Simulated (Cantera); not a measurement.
Charge: 1 mol Cu₂O, 5.1 mol H₂, 0.039 mol H₂O, held at 1823 K and 0.0900 Torr.

Method: chemical equilibrium by Gibbs-energy minimisation in Cantera with the NASA 1993 tables (ideal gas, pure condensed phases). Equilibrium is a limit: real reactors are often held back by kinetics, nucleation or transport.

```tsv
species	before	after
H₂	0.551	0.571
Cu	0.276	0.279
H₂O	0.143	0.145
H	0.0294	0.00477
O	2.17e-5	3.49e-7
OH	0.000529	5.08e-5
Cu₂	2.74e-5	0.000137
```
Gas species are given as mole fractions.

**Question.** What was changed between the two runs?
A) H₂ from 5.1 to 0.38 mol
B) temperature from 1823 K to 1623 K
C) temperature from 1823 K to 1100 K
D) temperature from 1823 K to 675 K

**Answer.** B, temperature from 1823 K to 1623 K
